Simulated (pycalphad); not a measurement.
Computed with pycalphad from the COST 507 light-alloy database (1999), at 1 atm. The database dates from 1999; later assessments differ in places, in temperatures and in the compounds included. Kinetics are ignored, which matters at the lower temperatures.

Molar enthalpy of Hf-94.1B (at.%) in equilibrium (SER reference):

| T (K) | H (kJ/mol) | phases |
|---|---|---|
| 3900 | 141.57 | liquid |
| 3750 | 136.74 | liquid |
| 3600 | 131.92 | liquid |
| 3450 | 127.10 | liquid |
| 3300 | 122.28 | liquid |
| 3150 | 117.46 | liquid |
| 3000 | 112.64 | liquid |
| 2925 | 110.23 | liquid |
| 2850 | 107.81 | liquid |
| 2700 | 96.73 | liquid + B2M |
| 2550 | 87.51 | liquid + B2M |
| 2400 | 79.91 | liquid + B2M |
| 2325 | 33.17 | β-boron + B2M |
| 2250 | 30.90 | β-boron + B2M |
| 2100 | 26.39 | β-boron + B2M |
| 1950 | 21.96 | β-boron + B2M |
| 1800 | 17.59 | β-boron + B2M |
| 1650 | 13.30 | β-boron + B2M |
| 1500 | 9.09 | β-boron + B2M |
| 1350 | 4.96 | β-boron + B2M |
| 1200 | 0.94 | β-boron + B2M |
| 1050 | -2.95 | β-boron + B2M |
| 900 | -6.69 | β-boron + B2M |
| 750 | -10.24 | β-boron + B2M |
| 600 | -13.55 | β-boron + B2M |

Cooling from 2850 K to 2325 K, across the freezing range, releases 74.6 kJ/mol, or 3610 J/g. The slope is 32 J/(mol K) in the liquid and 30 J/(mol K) just below the solidus, where it includes any heat of precipitation. Liquidus 2845 K, solidus 2338 K. Changes were sought between steps of 75 K, so a narrower field can be missed.

Database names, with the compositions (at.%) that they take in these runs: B2M: B 67 Hf 33.
